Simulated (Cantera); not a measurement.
A perfectly stirred reactor is fed with CH4 : O2 : N2 = 1 : 4.65 : 17.5 (molar parts), at 1.00 bar; it is adiabatic with a 775 K inlet, and is followed from long to short residence time, starting on the burning branch (τ in s: 0.29, 0.12, 0.053, 0.023, 0.0096, 0.0041, 0.0017, 0.00074, 0.00031, 0.00013, 5.7e-05, 2.4e-05).

Model: GRI-Mech 3.0 (53 species, 325 reactions), integrated in Cantera.

x: mole fraction; the columns are a selection and need not sum to one.

| τ (s) | T (K) | x CH4 | x O2 | x C2H2 | x CH2CO | x C2H6 | x H |
|---|---|---|---|---|---|---|---|
| 0.29 | 1734 | 5.16e-6 | 0.114 | 2.04e-10 | 2.61e-10 | 6.97e-11 | 3.48e-6 |
| 0.12 | 1732 | 9.26e-6 | 0.114 | 3.86e-10 | 6.58e-10 | 1.68e-10 | 7.57e-6 |
| 0.053 | 1729 | 1.56e-5 | 0.114 | 6.12e-10 | 1.41e-9 | 3.44e-10 | 1.62e-5 |
| 0.023 | 1724 | 2.65e-5 | 0.114 | 8.97e-10 | 2.85e-9 | 6.70e-10 | 3.56e-5 |
| 0.0096 | 1716 | 4.60e-5 | 0.114 | 1.26e-9 | 5.68e-9 | [?] | 8.06e-5 |
| 0.0041 | 1702 | 7.96e-5 | 0.115 | 1.73e-9 | 1.10e-8 | [?] | 0.000174 |
| 0.0017 | 1680 | 0.000145 | 0.115 | 2.58e-9 | 2.28e-8 | [?] | 0.000366 |
| 0.00074 | 1645 | 0.000273 | 0.116 | 4.53e-9 | 5.18e-8 | [?] | 0.000675 |
| 0.00031 | 1588 | 0.000626 | 0.119 | 1.27e-8 | 1.71e-7 | [?] | 0.00107 |
| 0.00013 | 775 | 0.0432 | 0.201 | <1e-12 | <1e-12 | <1e-12 | <1e-12 |
| 5.7e-5 | 775 | 0.0432 | 0.201 | <1e-12 | <1e-12 | <1e-12 | <1e-12 |
| 2.4e-5 | 775 | 0.0432 | 0.201 | <1e-12 | <1e-12 | <1e-12 | <1e-12 |

Task: What belongs in the gaps?

Result: 
- 0.0096, x C2H6: 1.30e-9
- 0.0041, x C2H6: 2.50e-9
- 0.0017, x C2H6: 5.41e-9
- 0.00074, x C2H6: 1.39e-8
- 0.00031, x C2H6: 6.28e-8
